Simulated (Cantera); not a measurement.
A closed system holds: 1 mol B, 4.9 mol H₂O, 2.3 mol N₂, equilibrated at 1050 K and 743 Torr.

Equilibrium computed with Cantera from the NASA thermochemical tables; the gas is ideal and each condensed phase is pure. Candidate condensed phases: B, BN, B₂O₃, B₃O₃H₃, H₂O; 39 gas species. Gases not in the tables: H₃BO₃. Kinetics and transport are ignored.

Base state: H₂O 0.464, N₂ 0.321, H₂ 0.209, (HBO₂)₃ 0.00686, HBO₂ 4.85e-5, NH₃ 2.27e-5 (mole fractions); condensed: B₂O₃(l).

Task: What changes in the equilibrium state with this change: H₂O from 4.9 to 1.4 mol?

Result: 
| species | before | after |
|---|---|---|
| N₂ | 0.321 | 0.618 |
| H₂ | 0.209 | 0.379 |
| H₂O | 0.464 | 0.00306 |
| HBO₂ | 4.85e-5 | 3.94e-6 |
| (HBO₂)₃ | 0.00686 | 3.68e-6 |
| NH₃ | 2.27e-5 | 7.70e-5 |
| B₂O₃(l), mol | 0.426 | 0.463 |
| BN(s), mol | 0 | 0.0742 |
N₂ is the only nitrogen source here; it is nearly inert below about 1500 K, so the nitride shown seldom forms there in practice. Mutual solubility and eutectic melting of coexisting phases are not modelled.

Task: What changes in the equilibrium state with this change: temperature from 1050 K to 1925 K?

Result: 
```
species        before     after
------------  -------  --------
H₂O             0.464     0.380
N₂              0.321     0.299
H₂              0.209     0.194
HBO₂          4.85e-5     0.122
B₂O₃            <1e-9   0.00362
HBO             <1e-9  0.000265
B₂O₃(l), mol    0.426         0
```

Task: What changes in the equilibrium state with this change: B replaced by B₂H₆?

Result: 
```json
[
 {"species": "H₂", "before": "0.209", "after": "0.589"},
 {"species": "N₂", "before": "0.321", "after": "0.226"},
 {"species": "H₂O", "before": "0.464", "after": "0.184"},
 {"species": "(HBO₂)₃", "before": "0.00686", "after": "0.00171"},
 {"species": "NH₃", "before": "2.27e-5", "after": "9.01e-5"},
 {"species": "HBO₂", "before": "4.85e-5", "after": "3.06e-5"},
 {"species": "B₂O₃(l), mol", "before": "0.426", "after": "0.974"}
]
```
The feed counts by its element totals alone.
